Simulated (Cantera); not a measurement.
What does this Cantera script print?

```python
import numpy as np
import cantera as ct

gas = ct.Solution("h2o2.yaml")
gas.TPX = 1150, 1200, {'H2': 0.026, 'O2': 1, 'N2': 0.39}
reactor = ct.IdealGasConstPressureReactor(gas, energy="off", clone=False)
net = ct.ReactorNet([reactor])
net.rtol, net.atol = 1e-08, 1e-18
show = ['H2', 'O2', 'OH', 'H2O', 'HO2']
times = np.geomspace(7e-05, 100, 11)

steps = ct.SolutionArray(gas, extra=["t"])
rows = []
print(f"{'t/s':>10s}{'T/K':>9s}{'P/Pa':>11s}" + "".join(f"{s:>11s}" for s in show))
for t in times:
    while net.time < t:
        t_next = net.step()
        steps.append(gas.state, t=t_next)
    rows.append([np.interp(t, steps.t, y) for y in (steps.T, steps.P, *steps(*show).X.T)])
    print(f"{t:10.3e}{rows[-1][0]:9.1f}{rows[-1][1]:11.4g}" + "".join(f"{x:11.3e}" for x in rows[-1][2:]))
rate = np.gradient(steps.T, steps.t)
print("integrator steps:", len(steps.t))
if steps.T.max() > steps.T[0] + 200:
    print(f"time of steepest temperature rise: {steps.t[rate.argmax()]:.4e} s")
gas.TPX = 1150, 1200, {'H2': 0.026, 'O2': 1, 'N2': 0.39}
gas.equilibrate("TP")
print(f"equilibrium (TP): T = {gas.T:.1f} K  " + "  ".join(f"{s} {gas[s].X[0]:.3e}" for s in show))
```

Output:

```
       t/s      T/K       P/Pa         H2         O2         OH        H2O        HO2
 7.000e-05   1150.0       1200  1.836e-02  7.062e-01  8.516e-11  9.974e-12  2.798e-10
 2.888e-04   1150.0       1200  1.836e-02  7.062e-01  8.031e-10  4.242e-10  1.157e-09
 1.191e-03   1150.0       1200  1.836e-02  7.062e-01  1.303e-08  2.124e-08  4.845e-09
 4.916e-03   1150.0       1200  1.817e-02  7.061e-01  7.079e-05  1.444e-04  4.803e-07
 2.028e-02   1150.0       1200  1.691e-04  6.921e-01  1.104e-03  1.683e-02  1.516e-06
 8.367e-02   1150.0       1200  9.816e-05  6.970e-01  8.428e-04  1.757e-02  1.252e-06
 3.452e-01   1150.0       1200  2.259e-05  7.020e-01  4.053e-04  1.825e-02  6.519e-07
 1.424e+00   1150.0       1200  2.174e-06  7.033e-01  1.269e-04  1.846e-02  1.605e-07
 5.875e+00   1150.0       1200  1.910e-07  7.035e-01  3.800e-05  1.851e-02  2.431e-08
 2.424e+01   1150.0       1200  2.342e-08  7.035e-01  1.340e-05  1.852e-02  4.138e-09
 1.000e+02   1150.0       1200  4.016e-09  7.035e-01  5.571e-06  1.853e-02  1.869e-09
integrator steps: 1907
equilibrium (TP): T = 1150.0 K  H2 8.722e-10  O2 7.035e-01  OH 2.600e-06  H2O 1.853e-02  HO2 2.648e-09
```

Detailed kinetics in Cantera: the H2/O2 subset of GRI-Mech 3.0, which has no nitrogen chemistry. Radical loss at walls, strong at low pressure, is not modelled.
